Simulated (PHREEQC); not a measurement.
A column of 0.5 m (30 cells, dispersivity 0.04 m, 60 s a shift, diffusion coefficient 3e-10 m²/s) holds 0.0043 eq of the database's cation exchanger X per kg of pore water, first in equilibrium with 0.0011 mol/kgw LiCl, 6.9e-05 mol/kgw PbCl2 and 1e-05 mol/kgw HCl. It is flushed with 0.00078 mol/kgw CuCl2, 0.0011 mol/kgw LiCl and 1e-05 mol/kgw HCl, at 25 °C. Values are for the last cell. No CO2 enters from the air. Nothing may precipitate in this run.

The series has 31 steps of pore volumes, from 0 to 6.017.

Computed with PHREEQC (ion-association model, phreeqc.dat).

### Question
After how many pore volumes does Cu at the outlet first reach half of its feed value?

### Answer
By 2.8 pore volumes.
